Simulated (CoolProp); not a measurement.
Isopentane along the isotherm 226.85 °C: Z from the reference equation and from simpler models built on Tc = 187.2 °C, pc = 33.78 bar, ω = 0.227; each cubic takes its own stable root.

The numbers come from the reference Helmholtz-energy equation of state, Lemmon 2006 in CoolProp. It is a short technical equation, of lower accuracy than the large ones.

```
p (bar)          phase  reference  van der Waals  Redlich-Kwong  Soave-Redlich-Kwong  Peng-Robinson
-------  -------------  ---------  -------------  -------------  -------------------  -------------
3.62               gas     0.9716         0.9735         0.9708               0.9720         0.9683
7.24               gas     0.9422         0.9457         0.9407               0.9431         0.9358
10.9               gas     0.9113         0.9163         0.9091               0.9130         0.9021
14.5               gas     0.8797         0.8858            ___               0.8823         0.8681
18.1               gas     0.8468         0.8534            ___               0.8505            ___
21.7               gas     0.8123         0.8187         0.8077               0.8173         0.7970
25.3               gas     0.7760         0.7812         0.7704               0.7826         0.7595
29                 gas     0.7368         0.7389         0.7296               0.7451         0.7195
32.6               gas     0.6963         0.6928         0.6870               0.7067         0.6790
36.2     supercritical     0.6533         0.6398         0.6410               0.6660         0.6367
39.8     supercritical     0.6075            ___         0.5911               0.6232         0.5928
43.4     supercritical     0.5586         0.5028         0.5377               0.5787         0.5480
47.1     supercritical     0.5058         0.4417         0.4837               0.5336         0.5034
50.7     supercritical     0.4551         0.4208         0.4429               0.4951         0.4656
```

Task: Complete the blanks.

Result: 
- 14.5, Redlich-Kwong: 0.8768
- 18.1, Redlich-Kwong: 0.8431
- 18.1, Peng-Robinson: 0.8331
- 39.8, van der Waals: 0.5769
